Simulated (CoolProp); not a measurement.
Saturated liquid density (kg/m³) of CF4 (R14): the reference equation beside estimates from Tc = 227.4 K, pc = 3.762 MPa, ω = 0.178. Rackett uses Z = 0.29056 − 0.08775 ω.

The numbers come from the reference Helmholtz-energy equation of state, Platzer 1990 in CoolProp. This equation is an older, rougher fit; its heat capacities, sound speeds and derivatives of the liquid may be far off and weren't checked against measurements.

| T (K) | reference | Rackett | van der Waals | Redlich-Kwong | Soave-Redlich-Kwong | Peng-Robinson |
|---|---|---|---|---|---|---|
| 146.7 | 1595 | 1665 | 1045 | 1529 | 1562 | 1767 |
| 151.1 | 1571 | 1639 | 1030 | 1502 | 1537 | 1739 |
| 155.4 | 1547 | 1614 | 1014 | 1474 | 1511 | 1710 |
| 159.7 | 1522 | 1588 | 997.6 | 1446 | 1483 | 1680 |
| 164 | 1497 | 1561 | 980.8 | 1416 | 1455 | 1648 |
| 168.3 | 1472 | 1534 | 963.2 | 1384 | 1424 | 1615 |
| 172.6 | 1445 | 1505 | 945.0 | 1352 | 1393 | 1579 |
| 176.9 | 1417 | 1476 | 926.0 | 1317 | 1359 | 1542 |
| 181.2 | 1389 | 1445 | 906.0 | 1282 | 1324 | 1502 |
| 185.5 | 1358 | 1413 | 885.1 | 1244 | 1286 | 1459 |
| 189.8 | 1327 | 1379 | 862.9 | 1204 | 1246 | 1413 |
| 194.2 | 1292 | 1342 | 838.8 | 1161 | 1202 | 1363 |
| 198.5 | 1256 | 1304 | 813.6 | 1115 | 1155 | 1310 |
| 202.8 | 1217 | 1263 | 786.4 | 1066 | 1105 | 1251 |
| 207.1 | 1174 | 1217 | 756.7 | 1013 | 1050 | 1187 |

Absolute difference from the reference over all 15 rows, mean and median: Rackett 4.1 and 4.2 %, van der Waals 34.8 and 34.7 %, Redlich-Kwong 7.7 and 7.1 %, Soave-Redlich-Kwong 4.9 and 4.1 %, Peng-Robinson 7.7 and 8.8 %.
